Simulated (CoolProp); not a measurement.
Vapour-liquid equilibrium of n-hexane (1) + dimethyl carbonate (2) at 52.1 kPa; x and y are mole fractions of (1).

Model: multi-fluid Helmholtz-energy mixture model, Thol 2019 and Zhou 2011; pair parameters Bell 2016, in CoolProp.

```json
[
 {"x": "0.05", "bubble temperature, mixture model (°C)": "61.1", "bubble temperature, Raoult's law (°C)": "69.1", "y, mixture model": "0.326", "y, Raoult's law": "0.099"},
 {"x": "0.15", "bubble temperature, mixture model (°C)": "52.4", "bubble temperature, Raoult's law (°C)": "66.4", "y, mixture model": "0.557", "y, Raoult's law": "0.271"},
 {"x": "0.25", "bubble temperature, mixture model (°C)": "49.3", "bubble temperature, Raoult's law (°C)": "63.8", "y, mixture model": "0.631", "y, Raoult's law": "0.416"},
 {"x": "0.35", "bubble temperature, mixture model (°C)": "48.0", "bubble temperature, Raoult's law (°C)": "61.4", "y, mixture model": "0.663", "y, Raoult's law": "0.539"},
 {"x": "0.45", "bubble temperature, mixture model (°C)": "47.4", "bubble temperature, Raoult's law (°C)": "59.2", "y, mixture model": "0.681", "y, Raoult's law": "0.643"},
 {"x": "0.55", "bubble temperature, mixture model (°C)": "47.0", "bubble temperature, Raoult's law (°C)": "57.1", "y, mixture model": "0.698", "y, Raoult's law": "0.731"},
 {"x": "0.65", "bubble temperature, mixture model (°C)": "46.7", "bubble temperature, Raoult's law (°C)": "55.1", "y, mixture model": "0.720", "y, Raoult's law": "0.807"},
 {"x": "0.75", "bubble temperature, mixture model (°C)": "46.5", "bubble temperature, Raoult's law (°C)": "53.2", "y, mixture model": "0.754", "y, Raoult's law": "0.872"},
 {"x": "0.85", "bubble temperature, mixture model (°C)": "46.7", "bubble temperature, Raoult's law (°C)": "51.4", "y, mixture model": "0.811", "y, Raoult's law": "0.929"},
 {"x": "0.95", "bubble temperature, mixture model (°C)": "47.8", "bubble temperature, Raoult's law (°C)": "49.8", "y, mixture model": "0.915", "y, Raoult's law": "0.978"}
]
```

The largest gap from Raoult's law is -14.5 K in bubble temperature, at x = 0.25. y crosses x between x = 0.75 and 0.85: the model has an azeotrope there.

The pair parameters rest on a limited set of measurements; away from them the model extrapolates.
